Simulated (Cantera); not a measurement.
**Moist CO burnout**

A perfectly stirred reactor is fed with CO : O₂ : H₂O : N₂ = 0.0021 : 0.075 : 0.0002 : 1 (molar parts), equivalence ratio 0.014, at 4.93 atm; it is held at 1175 K, and followed from long to short residence time.

Cantera simulation using GRI-Mech 3.0 (53 species, 325 reactions); the numbers are that mechanism's predictions, not measurements.

| τ (s) | x CO | x O₂ | x H₂O | x NO | x CO₂ |
|---|---|---|---|---|---|
| 1.3 | 0.000511 | 0.0689 | 0.000185 | 1.54e-7 | 0.00144 |
| 0.29 | 0.00118 | 0.0693 | 0.000185 | 3.03e-8 | 0.000773 |
| 0.066 | 0.00170 | 0.0695 | 0.000185 | 2.63e-9 | 0.000249 |
| 0.015 | 0.00190 | 0.0696 | 0.000185 | 1.21e-10 | 5.02e-5 |
| 0.0033 | 0.00195 | 0.0696 | 0.000186 | <1e-12 | 9.77e-7 |
| 0.00073 | 0.00195 | 0.0696 | 0.000186 | <1e-12 | 2.76e-8 |
| 0.00016 | 0.00195 | 0.0696 | 0.000186 | <1e-12 | 4.00e-9 |
x: mole fraction; the columns are a selection and need not sum to one.
